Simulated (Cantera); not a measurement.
A perfectly stirred reactor is fed with 11.2 % NO, 88.2 % N2, 0.670 % H2O, at 750 Torr; it is held at 1900 K, and followed from long to short residence time.

Computed with Cantera and GRI-Mech 3.0 (53 species, 325 reactions).

x: mole fraction; the columns are a selection and need not sum to one.

| τ (s) | x NO | x NO2 | x O | x N2O | x N2 | x O2 |
|---|---|---|---|---|---|---|
| 0.40 | 0.105 | 2.79e-5 | 1.83e-5 | 4.66e-6 | 0.885 | 0.00327 |
| 0.20 | 0.108 | 2.08e-5 | 1.33e-5 | 4.91e-6 | 0.883 | 0.00165 |
| 0.096 | 0.110 | 1.51e-5 | 9.67e-6 | 5.02e-6 | 0.882 | 0.000794 |
| 0.047 | 0.111 | 1.13e-5 | 7.22e-6 | 5.03e-6 | 0.882 | 0.000393 |
| 0.023 | 0.111 | 8.75e-6 | 5.58e-6 | 4.97e-6 | 0.882 | 0.000200 |
| 0.011 | 0.111 | 7.27e-6 | 4.51e-6 | 4.83e-6 | 0.882 | 0.000103 |
| 0.0055 | 0.112 | 6.65e-6 | 3.88e-6 | 4.57e-6 | 0.882 | 5.42e-5 |
| 0.0027 | 0.112 | 6.30e-6 | ___ | ___ | 0.882 | ___ |
| 0.0013 | 0.112 | 5.21e-6 | 2.39e-6 | 3.33e-6 | 0.882 | 7.52e-6 |
| 0.00065 | 0.112 | ___ | ___ | ___ | 0.882 | ___ |
| 0.00032 | 0.112 | 8.80e-7 | 4.40e-7 | 1.55e-6 | 0.882 | 7.51e-8 |

### Question
Fill in the missing entries.

### Answer

- 0.0027, x O: 3.31e-6
- 0.0027, x N2O: 4.09e-6
- 0.0027, x O2: 2.49e-5
- 0.00065, x NO2: 2.64e-6
- 0.00065, x O: 1.08e-6
- 0.00065, x N2O: 2.43e-6
- 0.00065, x O2: 9.55e-7
